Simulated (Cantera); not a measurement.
What does this Cantera script print?

```python
import numpy as np
import cantera as ct

gas_names = """
    CL CL2 H HCL H2 Si SiCL SiCL2 SiCL3 SiCL4 SiH SiHCL3 SiH2 SiH2CL2 SiH3 SiH3CL SiH4 Si2 Si3
""".split()
cond_names = """
    Si(cr) Si(L)
""".split()


# ... load() reads the species with a 1 bar reference pressure and builds the phases ...
atoms = {
    'SiCl4': {'Si': 1, 'CL': 4},
    'Cl2': {'CL': 2},
    'H2': {'H': 2},
}
top_T = {}  # K; cautious upper limits of use, not melting points


# ... equilibrate(T, P, feed) seeds the gas with the atoms and calls Mixture.equilibrate('TP', solver="vcs", rtol=1e-11, max_steps=5000) ...
results = []
feed = {'SiCl4': 1, 'Cl2': 0.93, 'H2': 1.3}  # mol
T = 900  # K
P = 13332.2  # Pa
mix = equilibrate(T, P, feed)
results.append((T, P, feed, dict(zip(mix.species_names, mix.species_moles))))
x = sorted(zip(gas.X, gas.species_names), reverse=True)
print(f"T = {T:g} K  P = {P:g} Pa  gas = {mix.phase_moles(0):.4g} mol")
print("   x: " + "  ".join(f"{s} {v:.3e}" for v, s in x if v > 0.001))
print("   condensed (mol): " + ("  ".join(f"{mix.phase(i).name} {mix.phase_moles(i):.4g}"
      for i in range(1, mix.n_phases) if mix.phase_moles(i) > 1e-12) or "none"))
```

Result:

```
T = 900 K  P = 13332.2 Pa  gas = 3.23 mol
   x: HCL 5.760e-01  SiCL4 3.094e-01  H2 1.144e-01
   condensed (mol): none
```

Cantera equilibrium calculation (NASA polynomials, part measured and part estimated; ideal gas, pure solids and liquids).
